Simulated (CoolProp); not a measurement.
Vapour-liquid equilibrium of benzene (1) + n-octane (2) at 0.447 bar; x and y are mole fractions of (1).

Computed with CoolProp (multi-fluid Helmholtz-energy mixture model, Thol 2012 and Beckmüller 2019; pair parameters Bell 2016).

```csv
x,bubble temperature (K),y at the bubble point,dew temperature at overall composition x (K),liquid density (mol/L)
0.05,366.6,0.196,370.5,5.744
0.2,354.2,0.558,366.4,6.290
0.35,345.8,0.733,361.9,6.883
0.5,___,0.828,356.5,7.549
0.65,336.0,0.890,350.1,8.318
0.8,332.7,___,___,9.230
0.95,___,0.984,___,___
```

Task: Fill in the missing entries.

Result: 
- 0.5, bubble temperature (K): 340.1
- 0.8, y at the bubble point: 0.938
- 0.8, dew temperature at overall composition x (K): 341.9
- 0.95, bubble temperature (K): 329.7
- 0.95, dew temperature at overall composition x (K): 331.9
- 0.95, liquid density (mol/L): 10.34

No azeotrope shows between x = 0.05 and 0.95.

The pair parameters rest on a limited set of measurements; away from them the model extrapolates.
